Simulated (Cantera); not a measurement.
Feed: 1 mol SiCl4, 5.2 mol NH3, 18 mol N2, held at 1400 °C.

Equilibrium computed with Cantera from the NASA thermochemical tables; the gas is ideal and each condensed phase is pure. Candidate condensed phases: NH4Cl, Si, Si3N4; 28 gas species. Kinetics and transport are ignored.

Q: Which condensed phases are stable at each of these points (P (Pa)): 5, 21, 85, 350, 1400, 5900, 24000, 100000?

A: 
```json
[
 {"P (Pa)": "5", "condensed phases": "gas only", "Si condensed (%)": "0.0"},
 {"P (Pa)": "21", "condensed phases": "gas only", "Si condensed (%)": "0.0"},
 {"P (Pa)": "85", "condensed phases": "gas only", "Si condensed (%)": "0.0"},
 {"P (Pa)": "350", "condensed phases": "gas only", "Si condensed (%)": "0.0"},
 {"P (Pa)": "1400", "condensed phases": "Si3N4(s)", "Si condensed (%)": "24.1"},
 {"P (Pa)": "5900", "condensed phases": "Si3N4(s)", "Si condensed (%)": "52.6"},
 {"P (Pa)": "24000", "condensed phases": "Si3N4(s)", "Si condensed (%)": "73.2"},
 {"P (Pa)": "100000", "condensed phases": "Si3N4(s)", "Si condensed (%)": "85.2"}
]
```

From 5.00 Pa to 3.50 mbar nothing is condensed. From 14.0 mbar to 1.00 bar the condensed part is Si3N4(s).
